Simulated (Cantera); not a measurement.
A Cantera script and what it prints.

```python
import numpy as np
import cantera as ct

gas_names = """
    H HNO HNO2 HNO3 HO2 H2 H2O H2O2 N NH NH2 NH3 NH2OH NO NO2 NO3 N2 N2H2 N2H4 N2O O OH O2 O3 Pb PbO Pb2
""".split()
cond_names = """
    H2O(s) H2O(L) Pb(cr) Pb(L) PbO(rd) PbO(yw) PbO(L) PbO2(s) Pb3O4(s)
""".split()


def load(file, names, dense=False):
    # The tables refer to 1 bar. Condensed volumes are neglected.
    table = {s.name: s for s in ct.Species.list_from_file(file)}
    out = []
    for n in names:
        d = dict(table[n].input_data)
        d["thermo"] = dict(d["thermo"], **{"reference-pressure": 1e5})
        if dense:
            d["equation-of-state"] = {"model": "constant-volume", "density": "1e6 g/cm^3"}
        out.append(ct.Species.from_dict(d))
    return out


gas = ct.Solution(thermo="ideal-gas", species=load("nasa_gas.yaml", gas_names))
cond = {s.name: ct.Solution(thermo="fixed-stoichiometry", species=[s], name=s.name)
        for s in load("nasa_condensed.yaml", cond_names, dense=True)}
atoms = {
    'PbO': {'Pb': 1, 'O': 1},
    'H2': {'H': 2},
    'N2': {'N': 2},
}
top_T = {'Pb3O4(s)': 820}  # K; cautious upper limits of use, not melting points


def equilibrate(T, P, feed):
    n = {}
    for name, mol in feed.items():
        for a, k in atoms[name].items():
            n[a] = n.get(a, 0.0) + k * mol
    gas.TPX = T, P, n
    mass = sum(n.values()) * gas.mean_molecular_weight
    gas.equilibrate("TP")
    valid = [c for c in cond.values() if c.min_temp <= T <= top_T.get(c.name, c.max_temp)]
    mix = ct.Mixture([(gas, mass / gas.mean_molecular_weight)] + [(c, 0.0) for c in valid])
    mix.T, mix.P = T, P
    mix.equilibrate("TP", solver="vcs", rtol=1e-11, max_steps=5000)
    return mix


results = []
P = 101325  # Pa
for T in [775, 875, 975, 1075, 1175, 1275, 1375, 1475, 1575, 1675, 1775, 1875, 1975, 2075]:
    for m in [0.44, 1, 2.3, 5.3, 12, 27, 63, 140, 330]:
        feed = {'PbO': 1, 'H2': m, 'N2': 0.65}  # mol
        mix = equilibrate(T, P, feed)
        results.append((T, P, feed, dict(zip(mix.species_names, mix.species_moles))))

for T, P, feed, n in results:
    print(f"{T:7g} {feed['H2']:10.4g}  " + (" + ".join(c for c in cond_names if n.get(c, 0) > 1e-12) or "gas only"))
```

Output:

```
    775       0.44  Pb(L) + PbO(yw)
    775          1  Pb(L) + PbO(yw)
    775        2.3  Pb(L)
    775        5.3  Pb(L)
    775         12  Pb(L)
    775         27  Pb(L)
    775         63  Pb(L)
    775        140  Pb(L)
    775        330  Pb(L)
    875       0.44  Pb(L) + PbO(yw)
    875          1  Pb(L) + PbO(yw)
    875        2.3  Pb(L)
    875        5.3  Pb(L)
    875         12  Pb(L)
    875         27  Pb(L)
    875         63  Pb(L)
    875        140  Pb(L)
    875        330  Pb(L)
    975       0.44  Pb(L) + PbO(yw)
    975          1  Pb(L) + PbO(yw)
    975        2.3  Pb(L)
    975        5.3  Pb(L)
    975         12  Pb(L)
    975         27  Pb(L)
    975         63  Pb(L)
    975        140  Pb(L)
    975        330  Pb(L)
   1075       0.44  Pb(L) + PbO(yw)
   1075          1  Pb(L) + PbO(yw)
   1075        2.3  Pb(L)
   1075        5.3  Pb(L)
   1075         12  Pb(L)
   1075         27  Pb(L)
   1075         63  Pb(L)
   1075        140  Pb(L)
   1075        330  Pb(L)
   1175       0.44  Pb(L) + PbO(L)
   1175          1  Pb(L) + PbO(L)
   1175        2.3  Pb(L)
   1175        5.3  Pb(L)
   1175         12  Pb(L)
   1175         27  Pb(L)
   1175         63  Pb(L)
   1175        140  Pb(L)
   1175        330  Pb(L)
   1275       0.44  Pb(L) + PbO(L)
   1275          1  Pb(L)
   1275        2.3  Pb(L)
   1275        5.3  Pb(L)
   1275         12  Pb(L)
   1275         27  Pb(L)
   1275         63  Pb(L)
   1275        140  Pb(L)
   1275        330  Pb(L)
   1375       0.44  Pb(L) + PbO(L)
   1375          1  Pb(L)
   1375        2.3  Pb(L)
   1375        5.3  Pb(L)
   1375         12  Pb(L)
   1375         27  Pb(L)
   1375         63  Pb(L)
   1375        140  Pb(L)
   1375        330  gas only
   1475       0.44  Pb(L) + PbO(L)
   1475          1  Pb(L)
   1475        2.3  Pb(L)
   1475        5.3  Pb(L)
   1475         12  Pb(L)
   1475         27  Pb(L)
   1475         63  gas only
   1475        140  gas only
   1475        330  gas only
   1575       0.44  Pb(L) + PbO(L)
   1575          1  Pb(L)
   1575        2.3  Pb(L)
   1575        5.3  Pb(L)
   1575         12  Pb(L)
   1575         27  gas only
   1575         63  gas only
   1575        140  gas only
   1575        330  gas only
   1675       0.44  Pb(L) + PbO(L)
   1675          1  Pb(L)
   1675        2.3  Pb(L)
   1675        5.3  Pb(L)
   1675         12  gas only
   1675         27  gas only
   1675         63  gas only
   1675        140  gas only
   1675        330  gas only
   1775       0.44  Pb(L) + PbO(L)
   1775          1  Pb(L)
   1775        2.3  Pb(L)
   1775        5.3  gas only
   1775         12  gas only
   1775         27  gas only
   1775         63  gas only
   1775        140  gas only
   1775        330  gas only
   1875       0.44  gas only
   1875          1  gas only
   1875        2.3  gas only
   1875        5.3  gas only
   1875         12  gas only
   1875         27  gas only
   1875         63  gas only
   1875        140  gas only
   1875        330  gas only
   1975       0.44  gas only
   1975          1  gas only
   1975        2.3  gas only
   1975        5.3  gas only
   1975         12  gas only
   1975         27  gas only
   1975         63  gas only
   1975        140  gas only
   1975        330  gas only
   2075       0.44  gas only
   2075          1  gas only
   2075        2.3  gas only
   2075        5.3  gas only
   2075         12  gas only
   2075         27  gas only
   2075         63  gas only
   2075        140  gas only
   2075        330  gas only
```

Method: chemical equilibrium by Gibbs-energy minimisation in Cantera with the NASA 1993 tables (ideal gas, pure condensed phases). Each liquid is taken as pure. Mutual solubility and eutectic melting of coexisting phases are not modelled.
